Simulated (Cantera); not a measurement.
Mixture: CH4 : O2 : N2 = 1 : 3.17 : 8.89 (molar parts), equivalence ratio 0.63, at 62000 Pa, adiabatic and at constant volume. Ignition delay is the time to a rise of 400 K.

Cantera simulation using GRI-Mech 3.0 (53 species, 325 reactions); the numbers are that mechanism's predictions, not measurements.

Problem. What does this change do: CH4 1 to 1.4 parts?

Solution. 
| quantity | before | after |
|---|---|---|
| delay at 1050 K | 0.443 s | 0.526 s |
| delay at 1200 K | 39.9 ms | 47.4 ms |
| delay at 1350 K | 5.40 ms | 6.28 ms |
| delay at 1500 K | 1.13 ms | 1.24 ms |
| delay at 1650 K | 0.347 ms | 0.358 ms |
| apparent activation energy between 1500 and 1650 K | 160 kJ/mol | 170 kJ/mol |
